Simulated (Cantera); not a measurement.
An isothermal, constant-pressure homogeneous reactor starts with N2O : H2O = 1 : 0.038 (molar parts), at 1300 K and 0.454 atm. Integrator tolerance rtol = 1e-08.

Model: GRI-Mech 3.0 (53 species, 325 reactions), integrated in Cantera. GRI-Mech 3.0 was tuned for natural gas; its chemistry of N2O as a main component is partial and can be far from experiment. The mechanism lacks the step 2 NO + O2 → 2 NO2, which can matter for NO2 below about 1400 K. The temperature is held fixed by assumption; the heat of reaction is taken as removed at once.

### Question
What does this change do: N2O 1 to 0.55 parts?

### Answer
```json
[
 {"quantity": "x(N2O) at 20.0 s", "before": "1.10e-6 (gas-phase equilibrium 1.84e-8)", "after": "8.82e-7 (gas-phase equilibrium 1.78e-8)"},
 {"quantity": "x(H2O) at 20.0 s", "before": "0.0247 (gas-phase equilibrium 0.0247)", "after": "0.0440 (gas-phase equilibrium 0.0440)"},
 {"quantity": "x(N2) at 20.0 s", "before": "0.616 (gas-phase equilibrium 0.650)", "after": "0.605 (gas-phase equilibrium 0.637)"},
 {"quantity": "x(OH) at 20.0 s", "before": "6.90e-6 (gas-phase equilibrium 7.09e-6)", "after": "9.17e-6 (gas-phase equilibrium 9.42e-6)"},
 {"quantity": "x(H) at 20.0 s", "before": "1.26e-10 (gas-phase equilibrium 1.23e-10)", "after": "1.69e-10 (gas-phase equilibrium 1.65e-10)"}
]
```

### Question
What does this change do: pressure from 0.454 atm to 0.0132 atm?

### Answer
| quantity | before | after |
|---|---|---|
| x(N2O) at 20.0 s | 1.10e-6 (gas-phase equilibrium 1.84e-8) | 0.246 (gas-phase equilibrium 3.13e-9) |
| x(H2O) at 20.0 s | 0.0247 (gas-phase equilibrium 0.0247) | 0.0277 (gas-phase equilibrium 0.0247) |
| x(N2) at 20.0 s | 0.616 (gas-phase equilibrium 0.650) | 0.454 (gas-phase equilibrium 0.650) |
| x(OH) at 20.0 s | 6.90e-6 (gas-phase equilibrium 7.09e-6) | 5.14e-5 (gas-phase equilibrium 1.72e-5) |
| x(H) at 20.0 s | 1.26e-10 (gas-phase equilibrium 1.23e-10) | 2.71e-8 (gas-phase equilibrium 1.75e-9) |
Radical loss at walls, strong at low pressure, is not modelled.
